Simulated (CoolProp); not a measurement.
Propylene glycol along the isobar 0.623 MPa: fugacity coefficient from the reference equation and from simpler models built on Tc = 400.8 °C, pc = 7.292 MPa, ω = 0.327; each cubic takes its own stable root.

Model: reference Helmholtz-energy equation of state, Eisenbach 2021, in CoolProp.

```csv
T (°C),phase,reference
175.85,liquid,0.1100
200.25,liquid,0.2302
224.65,liquid,0.4384
249.15,liquid,0.7714
273.55,gas,0.9366
297.95,gas,0.9466
322.45,gas,0.9548
346.85,gas,0.9615
```

**Question.** How far does each simpler model (Redlich-Kwong, Soave-Redlich-Kwong, Peng-Robinson) lie from the reference over these 8 states: mean and median of the absolute difference, and the worst?

**Answer.** 
- Redlich-Kwong: mean 113.6 %, median 11.6 %, worst +470.7 % at 175.85 °C and 0.623 MPa
- Soave-Redlich-Kwong: mean 55.7 %, median 10.9 %, worst +185.0 % at 175.85 °C and 0.623 MPa
- Peng-Robinson: mean 55.2 %, median 10.5 %, worst +185.6 % at 175.85 °C and 0.623 MPa

At some of these states Redlich-Kwong, Soave-Redlich-Kwong, Peng-Robinson gives the other phase, because its saturation line lies elsewhere.
